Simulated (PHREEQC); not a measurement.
A solution holds 5.3e-05 mol CaSO4 and 0.0048 mol Na2HPO4 per kg of water, at 25 °C. Closed to the air; pH follows from the charge balance.

Model: ion-association model, phreeqc.dat, run in PHREEQC.

Each row changes one thing in this solution. Precipitation was switched off in this run.

```
case                                                     pH  ionic strength (mol/kgw)  Ca+2 (mol/kgw)  NaSO4- (mol/kgw)  CaSO4 (mol/kgw)  CaOH+ (mol/kgw)  SI of Gypsum (CaSO4:2H2O)
-----------------------------------------------  ----------  ------------------------  --------------  ----------------  ---------------  ---------------  -------------------------
as made                                                9.04                    0.0143         1.08e-5           1.53e-6          3.86e-8          1.39e-9                      -5.08
Na2HPO4 replaced by Na2SO4 at the same molality        7.05                    0.0143         3.99e-5          0.000139          1.31e-5         5.25e-11                      -2.55
temperature from 25 to 60 °C                           8.69                    0.0142         8.03e-6           1.80e-6          3.40e-8         4.47e-10                      -5.17
Na2HPO4 from 0.0048 to 0.00096 mol/kgw           (withheld)                   0.00297         2.96e-5        (withheld)          1.73e-7       (withheld)                      -4.43
CaSO4 from 5.3e-05 to 4.77e-05 mol/kgw                 9.06                    0.0143         9.46e-6           1.38e-6          3.05e-8       (withheld)                      -5.18
temperature from 25 to 45 °C                           8.84                    0.0143      (withheld)           1.69e-6          3.53e-8         7.13e-10                      -5.15
```

Q: Fill in the missing entries.

A: 
- Na2HPO4 from 0.0048 to 0.00096 mol/kgw, pH: 8.78
- Na2HPO4 from 0.0048 to 0.00096 mol/kgw, NaSO4- (mol/kgw): 3.98e-7
- Na2HPO4 from 0.0048 to 0.00096 mol/kgw, CaOH+ (mol/kgw): 2.47e-9
- CaSO4 from 5.3e-05 to 4.77e-05 mol/kgw, CaOH+ (mol/kgw): 1.27e-9
- temperature from 25 to 45 °C, Ca+2 (mol/kgw): 8.89e-6

Some of these states are supersaturated (in Hydroxyapatite, for instance). At this temperature some constants are extrapolated from 25 °C, and those without enthalpy data are left unchanged.
